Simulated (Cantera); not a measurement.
Input (Python, Cantera):

```python
import numpy as np
import cantera as ct

gas = ct.Solution("gri30.yaml")


def delay(T, t_max=10):
    gas.TPX = T, 500000, {'CO': 1, 'H2': 0.64, 'CH4': 1.1, 'O2': 3.28, 'N2': 12.3, 'H2O': 3.5}
    reactor = ct.IdealGasConstPressureReactor(gas, clone=False)
    net = ct.ReactorNet([reactor])
    net.rtol, net.atol = 1e-8, 1e-16
    while net.time < t_max:
        t_old, T_old = net.time, reactor.T
        net.step()
        if reactor.T > T + 400:  # ignition: a rise of 400 K
            return t_old + (T + 400 - T_old) / (reactor.T - T_old) * (net.time - t_old)
    return np.nan


taus = []
for T in [1225, 1275, 1325, 1375, 1425, 1475, 1525, 1575, 1625, 1675]:
    taus.append(delay(T))
    print(f"T0 = {T:6g} K   tau = {taus[-1]:.4e} s")
```

Output:

```
T0 =   1225 K   tau = 5.6968e-04 s
T0 =   1275 K   tau = 3.6391e-04 s
T0 =   1325 K   tau = 2.4520e-04 s
T0 =   1375 K   tau = 1.7053e-04 s
T0 =   1425 K   tau = 1.2091e-04 s
T0 =   1475 K   tau = 8.6873e-05 s
T0 =   1525 K   tau = 6.3101e-05 s
T0 =   1575 K   tau = 4.6315e-05 s
T0 =   1625 K   tau = 3.4365e-05 s
T0 =   1675 K   tau = 2.5792e-05 s
```

Detailed kinetics in Cantera: GRI-Mech 3.0 (53 species, 325 reactions).
